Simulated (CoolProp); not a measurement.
Vapour-liquid equilibrium of R125 (1) + R115 (2) at 1.1 MPa; x and y are mole fractions of (1).

The numbers come from the multi-fluid Helmholtz-energy mixture model, Lemmon 2005 and Lemmon 2016; pair parameters Bell 2016 in CoolProp.

Problem. Give the bubble temperature and the first vapour's composition at x = 0.275, 0.5, 0.875. Is there an azeotrope?

Solution. x = 0.275: 23.0 °C, y = 0.380; x = 0.5: 19.0 °C, y = 0.578; x = 0.875: 16.5 °C, y = 0.877. y crosses x between x = 0.875 and 0.95: the model has an azeotrope there.

The pair parameters rest on a limited set of measurements; away from them the model extrapolates.
